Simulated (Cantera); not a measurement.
An adiabatic, constant-pressure homogeneous reactor starts with C3H8 : O2 : N2 = 1 : 4.17 : 15.7 (molar parts), at 1223 K and 10.0 bar.

Model: GRI-Mech 3.0 (53 species, 325 reactions), integrated in Cantera. GRI-Mech 3.0 was tuned for natural gas; its chemistry of propane as a main component is partial and can be far from experiment.

### Question
Predict: time of steepest temperature rise; temperature at 7.00 s; equilibrium temperature; x(O2) at 7.00 s; x(CO2) at 7.00 s; x(H2O2) at 7.00 s.

### Answer
| Quantity | Result |
|---|---|
| time of steepest temperature rise | 1.14 ms |
| temperature at 7.00 s | 2810 K |
| equilibrium temperature | 2810 K |
| x(O2) at 7.00 s | 0.00272 (gas-phase equilibrium 0.00272) |
| x(CO2) at 7.00 s | 0.0664 (gas-phase equilibrium 0.0664) |
| x(H2O2) at 7.00 s | 3.11e-7 (gas-phase equilibrium 3.11e-7) |
